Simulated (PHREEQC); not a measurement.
A solution holds 0.0486 mol H2SO4, 0.0043 mol H3BO3 and 1.5e-05 mol H4SiO4 per kg of water, at 20 °C. Closed to the air; pH follows from the charge balance.

Model: ion-association model, wateq4f.dat, run in PHREEQC.

This is a speciation only: nothing precipitates in the calculation.

Question: Predict the pH, ionic strength.

Answer: pH 1.28; ionic strength 0.0775 mol/kgw.

Question: In which forms is S present?

Answer: HSO4- 70 %, SO4-2 30 % of the S.

Complexes and solids missing from the database can't appear.
